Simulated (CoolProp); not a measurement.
100 sccm (0 °C, 1 atm) of nitrogen bubbles through liquid n-decane at 314.8 K and leaves saturated at a total pressure of 0.00533 MPa (ideal gas phase). Each further row changes one setting.

The numbers come from the reference Helmholtz-energy equation of state, Lemmon 2006 in CoolProp. It is a short technical equation, of lower accuracy than the large ones.

```csv
case,vapour pressure (kPa),mole fraction of vapour,delivery (mg/min),delivery (sccm),change of delivery for a bath 1 K warmer (%)
as stated,0.538,0.101,…,…,7.0
bath temperature 319.8 K,0.726,…,100,15.8,7.0
total pressure 0.0107 MPa,0.538,0.0503,33.6,5.30,…
```

Question: Fill in the missing entries.

Answer: 
- as stated, delivery (mg/min): 71.3
- as stated, delivery (sccm): 11.2
- bath temperature 319.8 K, mole fraction of vapour: 0.136
- total pressure 0.0107 MPa, change of delivery for a bath 1 K warmer (%): 6.6
